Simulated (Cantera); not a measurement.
## Abatement and gas-phase synthesis: S + H₂O + N₂

Input: 1 mol S, 0.038 mol H₂O, 38 mol N₂, at 65.0 mbar.

Equilibrium computed with Cantera from the NASA thermochemical tables; the gas is ideal and each condensed phase is pure. Candidate condensed phases: H₂O, H₂SO₄, S; 35 gas species. Gases not in the tables: S₃ to S₇. Equilibrium is a limit: real reactors are often held back by kinetics, nucleation or transport.

From 1173 K to 3123 K nothing is condensed.

| T (K) | x N₂ | x S | x S₂ | x H | x SO | x H₂ |
|---|---|---|---|---|---|---|
| 1173 | 0.986 | 1.42e-7 | 0.0127 | 7.26e-9 | 5.52e-6 | 0.000246 |
| 1323 | 0.986 | 1.76e-6 | 0.0128 | 1.27e-7 | 2.46e-5 | 0.000415 |
| 1473 | 0.986 | 1.31e-5 | 0.0127 | 1.18e-6 | 7.96e-5 | 0.000562 |
| 1623 | 0.986 | 6.71e-5 | 0.0126 | 7.02e-6 | 0.000196 | 0.000670 |
| 1773 | 0.986 | 0.000261 | 0.0125 | 3.02e-5 | 0.000378 | 0.000734 |
| 1923 | 0.985 | 0.000812 | 0.0121 | 0.000101 | 0.000586 | 0.000743 |
| 2073 | 0.984 | 0.00211 | 0.0113 | 0.000269 | 0.000755 | 0.000680 |
| 2223 | 0.983 | 0.00465 | 0.0100 | 0.000582 | 0.000855 | 0.000537 |
| 2373 | 0.981 | 0.00873 | 0.00795 | 0.00101 | 0.000896 | 0.000343 |
| 2523 | 0.978 | 0.0139 | 0.00538 | 0.00143 | 0.000892 | 0.000172 |
| 2673 | 0.975 | 0.0187 | 0.00302 | 0.00170 | 0.000834 | 7.15e-5 |
| 2823 | 0.974 | 0.0219 | 0.00146 | 0.00183 | 0.000695 | 2.78e-5 |
| 2973 | 0.973 | 0.0237 | 0.000670 | 0.00189 | 0.000480 | 1.11e-5 |
| 3123 | 0.972 | 0.0246 | 0.000309 | 0.00192 | 0.000270 | 4.65e-6 |
x: gas mole fraction; nothing condenses.
